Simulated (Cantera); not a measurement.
Input (Python, Cantera):

```python
import numpy as np
import cantera as ct

gas = ct.Solution("gri30.yaml")
gas.TPX = 325, 500000, {'CH4': 1, 'O2': 2.06, 'N2': 7.75, 'H2O': 0.25}
flame = ct.FreeFlame(gas, width=0.013)
flame.set_refine_criteria(ratio=3, slope=0.08, curve=0.16)
flame.transport_model = "mixture-averaged"
flame.solve(loglevel=0, auto=True)
flame.transport_model = "multicomponent"
flame.soret_enabled = False
flame.solve(loglevel=0, refine_grid=True)
z, T = flame.grid, flame.T
thick = (T[-1] - T[0]) / np.gradient(T, z).max()
show = ['CH4', 'O2', 'H2O', 'NO2', 'C2H6', 'NO']
print(f"laminar burning velocity  {flame.velocity[0] * 100:.3f} cm/s")
print(f"burnt temperature         {T[-1]:.1f} K")
print(f"thermal thickness         {thick * 1e3:.4f} mm")
print(f"grid points               {len(z)}")
z0 = z[flame.heat_release_rate.argmax()]
print(f"{'z/mm':>9s}{'T/K':>9s}{'u/(m/s)':>9s}" + "".join(f"{s:>11s}" for s in show))
rows = []
for k in (-3, -2, -1.5, -1, -0.5, -0.25, 0, 0.25, 0.5, 1, 2, 4, 8):
    zz = z0 + k * thick
    rows.append([k * thick, np.interp(zz, z, T), np.interp(zz, z, flame.velocity),
                 *(np.interp(zz, z, flame.X[gas.species_index(s)]) for s in show)])
    print(f"{rows[-1][0] * 1e3:9.3f}{rows[-1][1]:9.1f}{rows[-1][2]:9.3f}" + "".join(f"{x:11.3e}" for x in rows[-1][3:]))
```

Output:

```
laminar burning velocity  19.238 cm/s
burnt temperature         2211.2 K
thermal thickness         0.1713 mm
grid points               145
     z/mm      T/K  u/(m/s)        CH4         O2        H2O        NO2       C2H6         NO
   -0.514    325.2    0.193  9.037e-02  1.862e-01  2.262e-02  2.784e-10  5.967e-09  6.481e-11
   -0.343    328.1    0.194  9.014e-02  1.858e-01  2.296e-02  7.564e-09  2.202e-07  1.346e-09
   -0.257    342.3    0.203  8.931e-02  1.847e-01  2.467e-02  5.674e-08  2.097e-06  9.227e-09
   -0.171    452.5    0.270  8.346e-02  1.767e-01  3.726e-02  5.951e-07  3.445e-05  1.381e-07
   -0.086    960.7    0.579  5.499e-02  1.339e-01  8.994e-02  2.020e-06  3.932e-04  3.305e-06
   -0.043   1396.6    0.845  2.825e-02  9.040e-02  1.334e-01  7.168e-07  6.518e-04  9.481e-06
    0.000   1814.7    1.099  4.298e-03  4.278e-02  1.738e-01  4.771e-08  6.025e-05  1.770e-05
    0.043   1980.3    1.192  7.270e-05  2.172e-02  1.866e-01  2.435e-08  1.900e-08  2.659e-05
    0.086   2047.1    1.227  7.597e-07  1.630e-02  1.897e-01  2.723e-08  3.187e-12  3.137e-05
    0.171   2114.3    1.262  3.528e-10  1.255e-02  1.936e-01  2.978e-08  3.671e-16  3.651e-05
    0.343   2166.0    1.290  1.353e-14  9.833e-03  1.973e-01  3.129e-08 -3.879e-17  4.267e-05
    0.685   2195.5    1.305  4.473e-16  8.224e-03  1.996e-01  3.120e-08  4.824e-18  5.038e-05
    1.371   2207.9    1.311 -1.153e-17  7.521e-03  2.005e-01  3.370e-08 -5.438e-19  6.177e-05
```

Cantera simulation using GRI-Mech 3.0 (53 species, 325 reactions); the numbers are that mechanism's predictions, not measurements. Burning velocities carry a grid error of a few per cent, more on coarse grids.
